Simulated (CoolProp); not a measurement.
Saturation properties of benzene.

Model: reference Helmholtz-energy equation of state, Thol 2012, in CoolProp.

```csv
T (°C),p (bar),surface tension (mN/m),liquid conductivity (mW/(m K))
57.85,0.4840,23.9,130
65.75,0.6378,22.9,128
73.65,0.8280,21.9,126
81.55,1.060,20.9,123
89.45,1.341,19.9,121
97.35,1.676,18.9,118
105.15,2.067,18.0,116
113.05,2.530,17.0,114
120.95,3.069,16.1,111
128.85,3.691,15.1,109
136.75,4.404,14.2,107
144.65,5.215,13.3,105
152.55,6.132,12.4,102
160.45,7.165,11.5,99.9
```

It boils at 80.1 °C under 1 atm.

Thermal conductivity comes from a separate model (Assael 2012). Surface tension comes from a separate correlation (Mulero 2012).
